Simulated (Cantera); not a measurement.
**FeS₂ + O₂ (roasting and sulfation)**

Charge: 1 mol FeS₂, 0.27 mol O₂, equilibrated at 100000 Pa.

Equilibrium computed with Cantera from the NASA thermochemical tables; the gas is ideal and each condensed phase is pure. Candidate condensed phases: Fe, FeO, FeS, FeSO₄, FeS₂, Fe₂O₃, Fe₂(SO₄)₃, Fe₃O₄, S; 12 gas species. FeS: taken at fixed stoichiometry. Gases not in the tables: S₃ to S₇. Equilibrium is a limit: real reactors are often held back by kinetics, nucleation or transport.

```
T (°C)  log p SO₂  log p S₂  log p S₂O  log p SO  log p S  log p S₈  log p SO₃  n FeS₂(s)  n Fe₃O₄(s)  n FeS(s)  n FeS(l)
------  ---------  --------  ---------  --------  -------  --------  ---------  ---------  ----------  --------  --------
602          0.00     -2.10      -2.78     -5.62   -10.82     -8.28      -7.38      0.897      0.0342         0         0
702         -0.11     -0.69      -1.80     -4.57    -8.79     -5.04      -7.38      0.580           0     0.420         0
802         -0.38     -0.25      -1.63     -3.99    -7.50     -5.24      -7.48          0           0      1.00         0
902         -0.38     -0.25      -1.64     -3.49    -6.60     -6.84      -7.14          0           0      1.00         0
1002        -0.38     -0.25      -1.66     -3.06    -5.85     -8.18      -6.84          0           0      1.00         0
1102        -0.38     -0.25      -1.67     -2.70    -5.20     -9.32      -6.59          0           0      1.00         0
1202        -0.38     -0.25      -1.68     -2.39    -4.64    -10.30      -6.38          0           0         0      1.00
1302        -0.38     -0.25      -1.69     -2.12    -4.16    -11.15      -6.19          0           0         0      1.00
1402        -0.39     -0.25      -1.70     -1.88    -3.73    -11.89      -6.02          0           0         0      1.00
```
log p: log10 of the partial pressure in bar; n: condensed amount in mol.

At 602 °C the condensed part is FeS₂(s) + Fe₃O₄(s). At 702 °C the condensed part is FeS(s) + FeS₂(s). From 802 °C to 1102 °C the condensed part is FeS(s). From 1202 °C to 1402 °C the condensed part is FeS(l).
